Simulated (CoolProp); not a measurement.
Vapour-liquid equilibrium of n-heptane (1) + o-xylene (2) at 202.05 °C; x and y are mole fractions of (1).

The numbers come from the multi-fluid Helmholtz-energy mixture model, Span 2003 and Zhou 2012; pair parameters Bell 2016 in CoolProp.

| x | bubble pressure, mixture model (MPa) | bubble pressure, Raoult's law (MPa) | y, mixture model | y, Raoult's law |
|---|---|---|---|---|
| 0.05 | 0.4182 | 0.4094 | 0.130 | 0.124 |
| 0.15 | 0.4939 | 0.4732 | 0.321 | 0.322 |
| 0.25 | 0.5634 | 0.5370 | 0.456 | 0.473 |
| 0.35 | 0.6282 | 0.6007 | 0.561 | 0.592 |
| 0.45 | 0.6899 | 0.6645 | 0.647 | 0.688 |
| 0.55 | 0.7495 | 0.7283 | 0.722 | 0.767 |
| 0.65 | 0.8080 | 0.7921 | 0.789 | 0.833 |
| 0.75 | 0.8663 | 0.8559 | 0.852 | 0.890 |
| 0.85 | 0.9251 | 0.9197 | 0.912 | 0.938 |
| 0.95 | 0.9849 | 0.9835 | 0.971 | 0.981 |

The largest gap from Raoult's law is +4.9 % in bubble pressure, at x = 0.25. No azeotrope shows between x = 0.05 and 0.95.

Pair parameters are fitted to limited data, so mixtures are less certain than the pure fluids.
